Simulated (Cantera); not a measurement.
What does this Cantera script print?

```python
import numpy as np
import cantera as ct

gas = ct.Solution("gri30.yaml")
gas.TPX = 1350, 22000, {'N2O': 1}
inlet = ct.Reservoir(gas, clone=True)

reactor = ct.IdealGasConstPressureReactor(gas, energy="off", clone=False)
exhaust = ct.Reservoir(gas, clone=True)
tau = [2.9, 1, 0.35, 0.12, 0.042, 0.015, 0.0051, 0.0018, 0.00062, 0.00022][0]
for a, b in ((inlet, reactor), (reactor, exhaust)):
    ct.MassFlowController(a, b, mdot=lambda t: reactor.mass / tau)
net = ct.ReactorNet([reactor])
show = ['N2O', 'O2', 'NO', 'N2', 'O', 'NO2']

rows = []
print(f"{'tau/s':>10s}{'T/K':>9s}" + "".join(f"{s:>11s}" for s in show))
for tau in [2.9, 1, 0.35, 0.12, 0.042, 0.015, 0.0051, 0.0018, 0.00062, 0.00022]:
    net.initial_time = 0.0
    net.advance(30 * tau)
    before = gas.X
    net.advance(40 * tau)
    drift = np.max(np.abs(gas.X - before) / (gas.X + 1e-9))
    rows.append([gas.T, *gas[show].X, drift])
    print(f"{tau:10.3e}{gas.T:9.1f}" + "".join(f"{x:11.3e}" for x in gas[show].X))
```

Output:

```
     tau/s      T/K        N2O         O2         NO         N2          O        NO2
 2.900e+00   1350.0  1.357e-01  2.454e-01  8.516e-02  5.336e-01  1.067e-05  1.724e-04
 1.000e+00   1350.0  2.977e-01  1.962e-01  7.554e-02  4.304e-01  1.251e-05  1.480e-04
 3.500e-01   1350.0  5.388e-01  1.278e-01  5.162e-02  2.817e-01  1.349e-05  9.720e-05
 1.200e-01   1350.0  7.704e-01  6.344e-02  2.611e-02  1.400e-01  1.392e-05  4.612e-05
 4.200e-02   1350.0  9.051e-01  2.620e-02  1.086e-02  5.786e-02  1.408e-05  1.692e-05
 1.500e-02   1350.0  9.638e-01  9.972e-03  4.145e-03  2.204e-02  1.412e-05  4.950e-06
 5.100e-03   1350.0  9.874e-01  3.468e-03  1.443e-03  7.673e-03  1.411e-05  1.014e-06
 1.800e-03   1350.0  9.955e-01  1.227e-03  5.108e-04  2.723e-03  1.403e-05  1.670e-07
 6.200e-04   1350.0  9.985e-01  4.165e-04  1.734e-04  9.335e-04  1.379e-05  2.172e-08
 2.200e-04   1350.0  9.995e-01  1.411e-04  5.877e-05  3.248e-04  1.315e-05  2.607e-09
```

Detailed kinetics in Cantera: GRI-Mech 3.0 (53 species, 325 reactions). GRI-Mech 3.0 was tuned for natural gas; its chemistry of N2O as a main component is partial and can be far from experiment. The mechanism lacks the step 2 NO + O2 → 2 NO2, which can matter for NO2 below about 1400 K. The temperature is held fixed by assumption; the heat of reaction is taken as removed at once.
